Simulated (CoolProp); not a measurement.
Vapour-liquid equilibrium of C2F6 (R116) (1) + R134a (2) at 0.682 MPa; x and y are mole fractions of (1).

Computed with CoolProp (multi-fluid Helmholtz-energy mixture model, Lemmon 2006 and Tillner-Roth 1994; pair parameters Bell 2016).

Give the bubble temperature and the first vapour's composition at x = 0.15, 0.45, 0.95. Is there an azeotrope?

x = 0.15: -7.7 °C, y = 0.681; x = 0.45: -25.0 °C, y = 0.863; x = 0.95: -32.6 °C, y = 0.974. No azeotrope shows between x = 0.05 and 0.95.

Pair parameters are fitted to limited data, so mixtures are less certain than the pure fluids. With so large a gap from Raoult's law the liquid may split in two, which this calculation doesn't test in full.
